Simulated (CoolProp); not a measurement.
A simple Rankine cycle with water: condensing at 292.15 K, boiler at 0.74 MPa, turbine inlet 455.4 K, turbine efficiency 0.7, pump efficiency 0.6, no recuperator. Each further row changes one setting.

The numbers come from the reference Helmholtz-energy equation of state, Wagner 2002 in CoolProp.

```csv
case,thermal efficiency (%),net work (kJ/kg),heat in (kJ/kg),turbine exit temperature (K),volume ratio over the turbine
as stated,21.2,577,2720,292.1,198
turbine inlet 475.4 K,21.3,589,___,292.1,191
condensing temperature 284.15 K,22.3,614,2750,284.1,319
boiler pressure 0.518 MPa,___,549,___,292.1,139
turbine efficiency 0.6,18.2,495,2720,292.1,___
```

**Question.** Some entries are withheld; supply them.

**Answer.** 
- turbine inlet 475.4 K, heat in (kJ/kg): 2770
- boiler pressure 0.518 MPa, thermal efficiency (%): 20.1
- boiler pressure 0.518 MPa, heat in (kJ/kg): 2740
- turbine efficiency 0.6, volume ratio over the turbine: 206

The expansion ends wet for: as stated; turbine inlet 475.4 K; condensing temperature 284.15 K; boiler pressure 0.518 MPa; turbine efficiency 0.6.
